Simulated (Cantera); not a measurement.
**SiCl4 + Cl2 + H2 (chlorosilane synthesis and conversion)**

A closed system holds: 1 mol SiCl4, 1.9 mol Cl2, 7.4 mol H2, equilibrated at 0.130 bar.

These are equilibrium values from Cantera (NASA tables, ideal gas, pure condensed phases), not measurements of a reactor. Candidate condensed phases: Si; 19 gas species. The tables' values for SiCl3 are old estimates; treat these amounts as uncertain. Kinetics and transport are ignored.

```csv
T (°C),x H2,x HCl,x SiCl4,x SiCl3,x SiCl2
800,0.532,0.371,0.0951,0.000265,1.18e-5
825,0.532,0.371,0.0947,0.000411,2.50e-5
850,0.531,0.372,0.0941,0.000622,5.11e-5
875,0.530,0.373,0.0933,0.000923,0.000101
900,0.530,0.373,0.0924,0.00134,0.000192
925,0.528,0.375,0.0912,0.00191,0.000354
950,0.527,0.376,0.0897,0.00267,0.000632
975,0.525,0.378,0.0878,0.00364,0.00109
1000,0.523,0.381,0.0853,0.00486,0.00182
1025,0.520,0.384,0.0822,0.00634,0.00292
1050,0.515,0.388,0.0783,0.00805,0.00453
1075,0.510,0.394,0.0738,0.00995,0.00674
1100,0.504,0.400,0.0685,0.0119,0.00964
1125,0.497,0.407,0.0625,0.0139,0.0132
```
x: gas mole fraction; nothing condenses.

From 800 °C to 1125 °C nothing is condensed. The main Si-bearing gas is SiCl4 throughout.
